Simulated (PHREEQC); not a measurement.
0.015 g of hydrous ferric oxide (600 m²/g; 0.2 weak and 0.005 strong sites per Fe, Dzombak-Morel constants, diffuse double layer) in 1 kg of water with 0.3 mol/kgw of an inert sodium salt and 5.3e-08 mol ZnSO4, at 25 °C; the pH is set by adding NaOH or the inert anion's acid. Oxygen is held at 0.21 atm. The system is closed to CO2. Precipitation was switched off in this run.

Base run: PHREEQC, ion-association model, wateq4f.dat. Each further column changes one thing. The table gives Zn sorbed (%).

```tsv
pH	base	no electrostatic term (-no_edl)	background salt from 0.3 to 0.03 mol/kgw	oxide from 0.015 to 0.075 g/kgw
4	0.0	0.0	0.0	0.0
4.75	0.0	0.0	0.0	0.2
5.12	0.2	0.2	0.2	…
5.88	3.3	…	3.5	14.5
6.25	12.9	…	14.0	…
7	73.7	88.8	78.2	93.5
7.75	98.2	98.9	98.8	99.6
8.12	99.5	99.5	99.7	99.9
8.88	99.9	99.7	100.0	100.0
9.25	99.9	…	100.0	100.0
10	99.9	84.0	99.9	100.0
```

Problem. Complete the blanks.

Solution. 
- 5.12, oxide from 0.015 to 0.075 g/kgw: 0.8
- 5.88, no electrostatic term (-no_edl): 6.6
- 6.25, no electrostatic term (-no_edl): 26.7
- 6.25, oxide from 0.015 to 0.075 g/kgw: 42.6
- 9.25, no electrostatic term (-no_edl): 99.1
